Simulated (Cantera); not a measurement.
**Hydrocarbon pyrolysis for carbon deposition**

A perfectly stirred reactor is fed with 10.4 % CH₄, 89.6 % N₂, at 2670 Pa; it is held at 1725 K, and followed from long to short residence time.

Detailed kinetics in Cantera: GRI-Mech 3.0 (53 species, 325 reactions). GRI-Mech 3.0 stops at C3 and has no aromatics, soot or wall deposition, so with more carbon than oxygen in the feed, carbon stays in small species such as C2H2 where larger ones or solid carbon would form. Radical loss at walls, strong at low pressure, is not modelled.

```json
[
 {"τ (s)": "10", "x CH₄": "0.00427", "x CH₃": "0.000190", "x CH₂": "4.21e-7", "x C₂H": "6.25e-7", "x C₂H₆": "3.72e-7", "x H₂": "0.135"},
 {"τ (s)": "3.8", "x CH₄": "0.00782", "x CH₃": "0.000304", "x CH₂": "5.75e-7", "x C₂H": "5.29e-7", "x C₂H₆": "1.01e-6", "x H₂": "0.130"},
 {"τ (s)": "1.5", "x CH₄": "0.0138", "x CH₃": "0.000469", "x CH₂": "7.53e-7", "x C₂H": "4.35e-7", "x C₂H₆": "2.54e-6", "x H₂": "0.122"},
 {"τ (s)": "0.55", "x CH₄": "0.0246", "x CH₃": "0.000727", "x CH₂": "9.68e-7", "x C₂H": "3.35e-7", "x C₂H₆": "6.43e-6", "x H₂": "0.107"},
 {"τ (s)": "0.21", "x CH₄": "0.0403", "x CH₃": "0.00105", "x CH₂": "1.17e-6", "x C₂H": "2.36e-7", "x C₂H₆": "1.39e-5", "x H₂": "0.0849"},
 {"τ (s)": "0.081", "x CH₄": "0.0608", "x CH₃": "0.00138", "x CH₂": "1.28e-6", "x C₂H": "1.36e-7", "x C₂H₆": "2.47e-5", "x H₂": "0.0558"},
 {"τ (s)": "0.031", "x CH₄": "0.0838", "x CH₃": "0.00149", "x CH₂": "1.07e-6", "x C₂H": "4.44e-8", "x C₂H₆": "2.93e-5", "x H₂": "0.0238"},
 {"τ (s)": "0.012", "x CH₄": "0.0997", "x CH₃": "0.00103", "x CH₂": "4.61e-7", "x C₂H": "4.51e-9", "x C₂H₆": "1.38e-5", "x H₂": "0.00421"},
 {"τ (s)": "0.0045", "x CH₄": "0.103", "x CH₃": "0.000439", "x CH₂": "9.16e-8", "x C₂H": "2.05e-10", "x C₂H₆": "2.35e-6", "x H₂": "0.000448"}
]
```
x: mole fraction; the columns are a selection and need not sum to one.
